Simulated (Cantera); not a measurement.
A closed system holds: 1 mol SiCl₄, 710 mol H₂, at 873.15 K and 0.160 bar.

Cantera equilibrium calculation (NASA polynomials, part measured and part estimated; ideal gas, pure solids and liquids). Candidate condensed phases: Si; 19 gas species. Kinetics and transport are ignored.

Base state: H₂ 0.997, HCl 0.00145, SiHCl₃ 0.000693, SiCl₄ 0.000471, SiH₂Cl₂ 9.30e-5 (mole fractions); condensed: Si(s).

Question: What changes in the equilibrium state with this change: temperature from 873.15 K to 1000 K?

Answer: 
| species | before | after |
|---|---|---|
| H₂ | 0.997 | 0.996 |
| HCl | 0.00145 | 0.00385 |
| SiHCl₃ | 0.000693 | 0.000301 |
| SiCl₂ | 2.69e-6 | 2.53e-5 |
| SiCl₄ | 0.000471 | 0.000165 |
| SiCl₃ | 4.64e-6 | 1.31e-5 |
| SiH₂Cl₂ | 9.30e-5 | 5.92e-5 |
| Si(s), mol | 0.0988 | 0.597 |
The tables' values for SiCl₃ are old estimates; treat these amounts as uncertain.

Question: What changes in the equilibrium state with this change: temperature from 873.15 K to 1598 K?

Answer: 
```
species       before     after
----------  --------  --------
H₂             0.997     0.994
HCl          0.00145   0.00541
H              <1e-9  0.000133
SiHCl₃      0.000693   5.94e-8
SiCl₂        2.69e-6  0.000101
SiCl₄       0.000471   2.25e-9
SiH₂Cl₂      9.30e-5   2.61e-7
Si(s), mol    0.0988     0.922
```

Question: What changes in the equilibrium state with this change: pressure from 0.160 bar to 6.00 mbar?

Answer: 
| species | before | after |
|---|---|---|
| H₂ | 0.997 | 0.996 |
| HCl | 0.00145 | 0.00316 |
| SiCl₄ | 0.000471 | 0.000394 |
| SiHCl₃ | 0.000693 | 0.000267 |
| SiH₂Cl₂ | 9.30e-5 | 1.65e-5 |
| SiCl₂ | 2.69e-6 | 1.27e-5 |
| Si(s), mol | 0.0988 | 0.502 |
